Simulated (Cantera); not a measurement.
What does this Cantera script print?

```python
import numpy as np
import cantera as ct

gas = ct.Solution("gri30.yaml")
gas.TPX = 525, 440000, {'C3H8': 1, 'O2': 4.55, 'N2': 17.1}
flame = ct.FreeFlame(gas, width=0.014)
flame.set_refine_criteria(ratio=3, slope=0.08, curve=0.16)
flame.transport_model = "mixture-averaged"
flame.solve(loglevel=0, auto=True)
flame.transport_model = "multicomponent"
flame.soret_enabled = True
flame.solve(loglevel=0, refine_grid=True)
z, T = flame.grid, flame.T
thick = (T[-1] - T[0]) / np.gradient(T, z).max()
show = ['C3H8', 'O2', 'CH2', 'OH', 'N2O', 'C2H4']
print(f"laminar burning velocity  {flame.velocity[0] * 100:.3f} cm/s")
print(f"burnt temperature         {T[-1]:.1f} K")
print(f"thermal thickness         {thick * 1e3:.4f} mm")
print(f"grid points               {len(z)}")
z0 = z[flame.heat_release_rate.argmax()]
print(f"{'z/mm':>9s}{'T/K':>9s}{'u/(m/s)':>9s}" + "".join(f"{s:>11s}" for s in show))
rows = []
for k in (-3, -2, -1.5, -1, -0.5, -0.25, 0, 0.25, 0.5, 1, 2, 4, 8):
    zz = z0 + k * thick
    rows.append([k * thick, np.interp(zz, z, T), np.interp(zz, z, flame.velocity),
                 *(np.interp(zz, z, flame.X[gas.species_index(s)]) for s in show)])
    print(f"{rows[-1][0] * 1e3:9.3f}{rows[-1][1]:9.1f}{rows[-1][2]:9.3f}" + "".join(f"{x:11.3e}" for x in rows[-1][3:]))
```

Output:

```
laminar burning velocity  86.692 cm/s
burnt temperature         2423.8 K
thermal thickness         0.0817 mm
grid points               153
     z/mm      T/K  u/(m/s)       C3H8         O2        CH2         OH        N2O       C2H4
   -0.245    525.1    0.868  4.412e-02  2.007e-01 -5.467e-19  3.336e-13  1.694e-12  5.323e-07
   -0.163    526.8    0.872  4.409e-02  2.003e-01  1.021e-17  6.370e-11  2.887e-11  8.546e-06
   -0.123    533.4    0.884  4.411e-02  1.994e-01  3.296e-15  2.114e-09  1.827e-10  5.150e-05
   -0.082    585.9    0.977  4.413e-02  1.938e-01  5.196e-12  2.025e-07  2.110e-09  5.414e-04
   -0.041    965.1    1.654  3.411e-02  1.547e-01  6.476e-08  1.456e-05  2.785e-08  5.828e-03
   -0.020   1391.9    2.464  1.288e-02  1.080e-01  5.962e-06  2.137e-04  7.278e-08  1.072e-02
    0.000   1813.4    3.288  3.772e-04  5.776e-02  6.536e-05  1.956e-03  1.494e-07  4.232e-03
    0.020   2014.7    3.658  2.686e-07  2.931e-02  3.512e-05  5.411e-03  2.335e-07  2.095e-04
    0.041   2088.2    3.774  2.304e-11  1.825e-02  3.203e-06  7.425e-03  2.832e-07  3.681e-06
    0.082   2165.6    3.887  4.071e-16  1.167e-02  1.193e-08  7.981e-03  2.880e-07  1.355e-09
    0.163   2248.5    4.013  4.850e-16  7.981e-03  1.956e-12  7.187e-03  2.637e-07  1.595e-14
    0.327   2322.9    4.129 -1.232e-16  5.114e-03  6.029e-15  5.792e-03  2.341e-07 -1.760e-15
    0.654   2377.1    4.211  2.613e-17  2.935e-03  5.335e-15  4.347e-03  1.949e-07  4.877e-16
```

Computed with Cantera and GRI-Mech 3.0 (53 species, 325 reactions). GRI-Mech 3.0 was tuned for natural gas; its chemistry of propane as a main component is partial and can be far from experiment. Burning velocities carry a grid error of a few per cent, more on coarse grids.
